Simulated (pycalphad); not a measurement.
CALPHAD calculation (pycalphad, COST 507 light-alloy database (1999)), 1 atm. These are 1990s assessments: newer ones move some temperatures and phases. Phase fractions are per mole of atoms. Kinetics are ignored, which matters at the lower temperatures.

**Question.** Give the equilibrium state of V-35.9Si (at.%) at 975 K.

**Answer.** SI3V5, fraction 0.872, with 37.5 Si at.%; SIV3, fraction 0.128, with 25.0 Si at.%.

**Question.** Give the equilibrium state of V-35.9Si (at.%) at 2250 K.

**Answer.** SI3V5, fraction 0.743, with 37.5 Si at.%; liquid, fraction 0.257, with 31.3 Si at.%.

Database names, with the compositions (at.%) that they take in these runs: SI3V5: V 62 Si 37; SIV3: V 75 Si 25.
